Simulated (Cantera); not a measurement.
## B₂H₆ + NH₃ (boron, boron nitride and boron oxide)

Charge: 1 mol B₂H₆, 0.33 mol NH₃, equilibrated at 0.133 bar.

Method: chemical equilibrium by Gibbs-energy minimisation in Cantera with the NASA 1993 tables (ideal gas, pure condensed phases). Candidate condensed phases: B, BN; 15 gas species. The feed counts by its element totals alone. Mutual solubility and eutectic melting of coexisting phases are not modelled. The tables' values for BH₂ are old estimates; treat these amounts as uncertain. Gases not in the tables: B₂H₆ and higher boranes. Kinetics and transport are ignored.

From 2048 K to 2298 K the condensed part is B(s) + BN(s). From 2323 K to 2348 K the condensed part is B(s).

```tsv
T (K)	x H₂	x N₂	x H	x BH₂	x B	x BH	x BH₃	n B(s)	n BN(s)
2048	0.991	0.00178	0.00611	0.000607	2.18e-6	1.53e-6	1.46e-5	1.68	0.318
2073	0.990	0.00253	0.00717	0.000694	3.23e-6	2.07e-6	1.55e-5	1.69	0.312
2098	0.987	0.00356	0.00837	0.000790	4.73e-6	2.79e-6	1.63e-5	1.69	0.305
2123	0.984	0.00497	0.00975	0.000895	6.87e-6	3.72e-6	1.72e-5	1.70	0.295
2148	0.981	0.00690	0.0113	0.00101	9.88e-6	4.93e-6	1.81e-5	1.72	0.281
2173	0.976	0.00949	0.0131	0.00114	1.41e-5	6.49e-6	1.90e-5	1.73	0.263
2198	0.971	0.0130	0.0150	0.00127	2.00e-5	8.48e-6	1.99e-5	1.76	0.237
2223	0.964	0.0176	0.0172	0.00142	2.80e-5	1.10e-5	2.07e-5	1.79	0.204
2248	0.955	0.0237	0.0197	0.00158	3.91e-5	1.42e-5	2.15e-5	1.84	0.159
2273	0.944	0.0317	0.0224	0.00175	5.40e-5	1.81e-5	2.22e-5	1.90	0.0982
2298	0.930	0.0422	0.0253	0.00192	7.42e-5	2.30e-5	2.28e-5	1.97	0.0179
2323	0.925	0.0444	0.0287	0.00212	0.000101	2.92e-5	2.37e-5	1.99	0
2348	0.921	0.0443	0.0324	0.00234	0.000137	3.69e-5	2.47e-5	1.99	0
```
x: gas mole fraction; n: condensed amount in mol.
